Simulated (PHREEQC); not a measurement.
# Copper plating or etch bath: speciation

Dissolve 1.2 mmol/kgw Cu(NO3)2 and 0.061 mmol/kgw HBF4 at 20 °C. Closed to the air; pH follows from the charge balance.

Computed with PHREEQC (ion-association model, phreeqc.dat).

Each row changes one thing in this solution. Precipitation was switched off in this run.

```csv
case,pH,ionic strength (mol/kgw),F- (mol/kgw),HF (mol/kgw),CuF+ (mol/kgw),CuOH+ (mol/kgw)
as made,3.73,0.00379,0.000194,4.64e-5,3.13e-6,5.32e-8
0.00016 mol/kgw CdCl2 added,3.73,___,0.000194,4.61e-5,3.08e-6,5.28e-8
temperature from 20 to 85 °C,3.85,0.00374,0.000146,9.40e-5,3.76e-6,6.86e-8
temperature from 20 to 75 °C,3.83,0.00375,0.000155,8.53e-5,3.76e-6,___
Cu(NO3)2 from 0.0012 to 0.00024 mol/kgw,3.72,0.000914,0.000195,___,7.07e-7,1.15e-8
temperature from 20 to 15 °C,3.72,0.00379,___,4.37e-5,3.03e-6,5.26e-8
HBF4 from 6.1e-05 to 0.00061 mol/kgw,3.01,___,0.000933,0.00116,1.45e-5,9.86e-9
```

Question: Fill in the missing entries.

Answer: 
- 0.00016 mol/kgw CdCl2 added, ionic strength (mol/kgw): 0.00426
- temperature from 20 to 75 °C, CuOH+ (mol/kgw): 6.52e-8
- Cu(NO3)2 from 0.0012 to 0.00024 mol/kgw, HF (mol/kgw): 4.87e-5
- temperature from 20 to 15 °C, F- (mol/kgw): 0.000197
- HBF4 from 6.1e-05 to 0.00061 mol/kgw, ionic strength (mol/kgw): 0.00462

Species that the database lacks are ignored. Constants without temperature data keep their 25 °C values here. Real BF4- forms and hydrolyses slowly; the run takes it at equilibrium.
